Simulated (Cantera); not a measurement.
Input (Python, Cantera) and output of one run.

```python
import numpy as np
import cantera as ct

gas_names = [...]  # 45 gases of nasa_gas.yaml made of Al, Cl, H, N, O
cond_names = """
    AL(cr) AL(L) ALCL3(s) ALCL3(L) ALN(s) AL2O3(a) AL2O3(L) H2O(s) H2O(L) NH4CL(a) NH4CL(b)
""".split()


# ... load() reads the species with a 1 bar reference pressure and builds the phases ...
atoms = {
    'AlCl3': {'AL': 1, 'CL': 3},
    'NH3': {'N': 1, 'H': 3},
    'N2': {'N': 2},
    'N2O': {'N': 2, 'O': 1},
}
top_T = {'ALN(s)': 2750}  # K; cautious upper limits of use, not melting points


# ... equilibrate(T, P, feed) seeds the gas with the atoms and calls Mixture.equilibrate('TP', solver="vcs", rtol=1e-11, max_steps=5000) ...
results = []
feed = {'AlCl3': 1, 'NH3': 3.5, 'N2': 12, 'N2O': 30}  # mol
T = 1200  # K
for P in [10, 46, 220, 1000, 4600, 22000, 100000]:
    mix = equilibrate(T, P, feed)
    results.append((T, P, feed, dict(zip(mix.species_names, mix.species_moles))))

top = {s: max(r[3][s] / sum(r[3][g] for g in gas_names) for r in results) for s in gas_names}
cols = sorted((s for s in top if top[s] > 1e-06), key=lambda s: -top[s])[:6]
seen = [c for c in cond_names if any(r[3].get(c, 0) > 1e-12 for r in results)]
print("log10 of partial pressures in bar; condensed amounts in mol")
print(f"{'P/Pa':>10s}" + "".join(f"{s[:9]:>10s}" for s in cols + seen))
for T, P, feed, n in results:
    ng = sum(n[g] for g in gas_names)
    print(f"{P:10.4g}" + "".join(f"{np.log10(max(n[s] / ng * P / 1e5, 1e-99)):10.3f}" for s in cols)
          + "".join(f"{n.get(c, 0):10.4g}" for c in seen))
```

Result:

```
log10 of partial pressures in bar; condensed amounts in mol
      P/Pa        N2        O2       H2O       HCL        CL       CL2  AL2O3(a)
        10    -4.158    -4.707    -5.218    -5.339    -6.726    -8.801       0.5
        46    -3.495    -4.044    -4.557    -4.671    -6.223    -7.794       0.5
       220    -2.815    -3.364    -3.878    -3.989    -5.709    -6.767       0.5
      1000    -2.158    -2.707    -3.221    -3.330    -5.215    -5.779       0.5
      4600    -1.495    -2.044    -2.558    -2.669    -4.720    -4.789       0.5
   2.2e+04    -0.815    -1.365    -1.875    -1.995    -4.217    -3.784       0.5
     1e+05    -0.157    -0.708    -1.213    -1.351    -3.740    -2.829       0.5
```

These are equilibrium values from Cantera (NASA tables, ideal gas, pure condensed phases), not measurements of a reactor.
